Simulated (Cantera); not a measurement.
A Cantera script and its output.

```python
import numpy as np
import cantera as ct

gas = ct.Solution("gri30.yaml")
gas.TPX = 500, 180000, {'CH3OH': 1, 'O2': 1.15, 'N2': 4.34}
flame = ct.FreeFlame(gas, width=0.027)
flame.set_refine_criteria(ratio=3, slope=0.08, curve=0.16)
flame.transport_model = "mixture-averaged"
flame.solve(loglevel=0, auto=True)
z, T = flame.grid, flame.T
thick = (T[-1] - T[0]) / np.gradient(T, z).max()
show = ['CH3OH', 'O2', 'H2O2', 'CO2', 'C2H', 'HO2']
print(f"laminar burning velocity  {flame.velocity[0] * 100:.3f} cm/s")
print(f"burnt temperature         {T[-1]:.1f} K")
print(f"thermal thickness         {thick * 1e3:.4f} mm")
print(f"grid points               {len(z)}")
z0 = z[flame.heat_release_rate.argmax()]
print(f"{'z/mm':>9s}{'T/K':>9s}{'u/(m/s)':>9s}" + "".join(f"{s:>11s}" for s in show))
rows = []
for k in (-3, -2, -1.5, -1, -0.5, -0.25, 0, 0.25, 0.5, 1, 2, 4, 8):
    zz = z0 + k * thick
    rows.append([k * thick, np.interp(zz, z, T), np.interp(zz, z, flame.velocity),
                 *(np.interp(zz, z, flame.X[gas.species_index(s)]) for s in show)])
    print(f"{rows[-1][0] * 1e3:9.3f}{rows[-1][1]:9.1f}{rows[-1][2]:9.3f}" + "".join(f"{x:11.3e}" for x in rows[-1][3:]))
```

Output:

```
laminar burning velocity  104.025 cm/s
burnt temperature         2225.8 K
thermal thickness         0.1434 mm
grid points               140
     z/mm      T/K  u/(m/s)      CH3OH         O2       H2O2        CO2        C2H        HO2
   -0.430    500.3    1.044  1.536e-01  1.766e-01  5.501e-07  3.987e-07  4.712e-32  2.853e-07
   -0.287    502.8    1.055  1.527e-01  1.754e-01  6.217e-06  6.373e-06  5.171e-29  3.214e-06
   -0.215    514.1    1.086  1.511e-01  1.733e-01  3.160e-05  4.444e-05  1.852e-26  1.662e-05
   -0.143    585.6    1.258  1.448e-01  1.655e-01  2.035e-04  4.429e-04  1.804e-22  1.186e-04
   -0.072    948.1    2.128  1.082e-01  1.316e-01  1.150e-03  4.340e-03  2.739e-15  9.917e-04
   -0.036   1323.5    3.082  5.989e-02  9.458e-02  1.638e-03  1.069e-02  9.824e-12  2.640e-03
    0.000   1707.8    4.125  9.419e-03  5.522e-02  1.808e-04  2.144e-02  1.342e-09  1.797e-03
    0.036   1853.7    4.509  1.530e-04  3.087e-02  1.461e-06  3.433e-02  4.726e-09  7.281e-05
    0.072   1905.8    4.618  7.341e-07  1.703e-02  5.771e-07  4.633e-02  1.937e-09  1.414e-05
    0.143   1968.2    4.734  2.851e-09  7.523e-03  4.473e-07  6.146e-02  5.975e-11  6.352e-06
    0.287   2036.0    4.864  2.641e-12  4.093e-03  3.053e-07  7.098e-02  1.037e-13  3.466e-06
    0.574   2102.6    5.002  1.104e-14  2.389e-03  1.955e-07  7.346e-02  1.428e-17  1.947e-06
    1.148   2158.0    5.116  9.080e-15  1.165e-03  1.133e-07  7.413e-02  7.560e-20  9.064e-07
```

Model: GRI-Mech 3.0 (53 species, 325 reactions), integrated in Cantera. GRI-Mech 3.0 was tuned for natural gas; its chemistry of methanol as a main component is partial and can be far from experiment. Burning velocities carry a grid error of a few per cent, more on coarse grids.
